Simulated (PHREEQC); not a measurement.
Model water analysis in mg/L, 73 °C, pH 6.86, pe 10.3: Na 0.831; K 0.734; Ca 2.02; Mg 0.619; Cl 0.784; S(6) as SO4 6.03; Alkalinity as HCO3 3.68; Zn 0.00339; O(0) (dissolved oxygen) 0.0993; Pb 0.11.

Na is adjusted to close the charge balance.
Valence states are taken as typed.

The numbers come from PHREEQC with the ion-association model, wateq4f.dat.

This is a speciation only: nothing precipitates in the calculation.

Task: Order these C species by the share of C that they hold, largest first: CO2, PbCO3, HCO3-.

Result: HCO3- (78 %), CO2 (22 %), PbCO3 (0.20 %)

The pH is 6.86 and the ionic strength 0.000340 mol/kgw. The solution is supersaturated, for example in Pb(OH)2, so a real one may precipitate; this is no full list. At this temperature some constants are extrapolated from 25 °C, and those without enthalpy data are left unchanged.
